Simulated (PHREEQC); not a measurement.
Solution (20 °C): 0.021 mol H2S per kg of water. Closed to the air; pH follows from the charge balance.

Equilibrium calculation in PHREEQC: ion-association model, phreeqc.dat.

Each row changes one thing in this solution. No solid was allowed to form.

| case | pH | ionic strength (mol/kgw) | HS- (mol/kgw) |
|---|---|---|---|
| as made | 4.34 | 4.56e-5 | 4.56e-5 |
| H2S from 0.021 to 0.0315 mol/kgw | 4.26 | 5.59e-5 | 5.59e-5 |
| H2S from 0.021 to 0.0231 mol/kgw | 4.32 | 4.78e-5 | 4.78e-5 |
| H2S from 0.021 to 0.042 mol/kgw | 4.19 | 6.46e-5 | 6.46e-5 |
| 0.011 mol/kgw Na2SO4 added | 4.42 | 0.0319 | 6.47e-5 |

Complexes and solids missing from the database can't appear.
